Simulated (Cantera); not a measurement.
Charge: 1 mol FeCl2, 190 mol N2, 10 mol H2, held at 1.00 Torr.

Method: chemical equilibrium by Gibbs-energy minimisation in Cantera with the NASA 1993 tables (ideal gas, pure condensed phases). Candidate condensed phases: Fe, FeCl2, FeCl3, NH4Cl; 18 gas species. Kinetics and transport are ignored.

Q: Which condensed phases are stable at each of these points (T (K)): 1550, 1600, 1650, 1700, 1750, 1800, 1850, 1900, 1950?

A: 
```csv
T (K),condensed phases,Fe condensed (%)
1550,Fe(γ),72.0
1600,Fe(γ),60.7
1650,Fe(γ),35.4
1700,gas only,0.0
1750,gas only,0.0
1800,gas only,0.0
1850,gas only,0.0
1900,gas only,0.0
1950,gas only,0.0
```

From 1550 K to 1650 K the condensed part is Fe(γ). From 1700 K to 1950 K nothing is condensed.
